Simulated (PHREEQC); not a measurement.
Make-up at 25 °C: 0.0027 mol/kgw HF, 0.0054 mol/kgw NaF and 0.0075 mol/kgw (NH4)2SiF6. Closed to the air; pH follows from the charge balance.

Model: ion-association model, wateq4f.dat, run in PHREEQC.

| quantity | before | after |
|---|---|---|
| pH | 3.49 | 3.52 |
| ionic strength (mol/kgw) | 0.0282 | 0.00796 |
| F- (mol/kgw) | 0.00574 | 0.00566 |
| HF2- (mol/kgw) | 5.16e-5 | 5.02e-5 |
| H4SiO4 (mol/kgw) | 1.87e-5 | 2.29e-6 |
| SI of Quartz (SiO2) | -0.74 | -1.66 |

Problem. Which change was made?
A) (NH4)2SiF6 from 0.0075 to 0.00075 mol/kgw
B) NaF from 0.0054 to 0.0081 mol/kgw
C) NaF from 0.0054 to 0.00594 mol/kgw
D) HF from 0.0027 to 0.00405 mol/kgw
E) diluted 2-fold with water

Solution. A, (NH4)2SiF6 from 0.0075 to 0.00075 mol/kgw

This is a speciation only: nothing precipitates in the calculation. SiF6-2 is the database's only silicon fluoride.
